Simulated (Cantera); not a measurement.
Charge: 1 mol HgO, 3.7 mol H2, 0.1 mol N2, held at 802 °C and 35.0 Pa.

Method: chemical equilibrium by Gibbs-energy minimisation in Cantera with the NASA 1993 tables (ideal gas, pure condensed phases). Candidate condensed phases: H2O, Hg, HgO; 25 gas species. Rates play no part.

Base state: H2 0.562, H2O 0.208, Hg 0.208, N2 0.0208 (mole fractions); condensed: gas only.

Q: What changes in the equilibrium state with this change: HgO replaced by PbO?

A: 
```csv
species,before,after
H2,0.562,0.563
H2O,0.208,0.208
Pb,0,0.208
Hg,0.208,0
N2,0.0208,0.0208
```
Further candidate phases: Pb, PbO, PbO2, Pb3O4.
